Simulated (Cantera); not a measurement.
A jet of CH4 : O2 : N2 = 0.017 : 0.12 : 0.79 (molar parts) at 300 K and 0.450 bar hits a platinum plate 2.9 cm away at a mass flux of 0.076 kg/m²/s; the plate temperature is set and raised in steps from an oxygen-covered start.

Detailed kinetics in Cantera: Deutschmann's 1995 Pt surface mechanism with GRI-Mech 3.0 gas chemistry. Catalytic surfaces can have several steady states; this one follows from the mechanism file's or the stated starting coverage.

One state of this run: wall x CH4 = 0.00370; wall x O2 = 0.0984; wall x H2O = 0.0271; wall x OH = 2.91e-7; wall x CO = 2.71e-6; wall x CO2 = 0.0178; θ free Pt = 0.300; θ O* = 0.698; θ OH* = 0.00193. x: mole fraction at the wall; θ: surface coverage.

Q: Which value of plate T (K) does it belong to?
A. 1000
B. 850
C. 1150
D. 1050

A: D, 1050
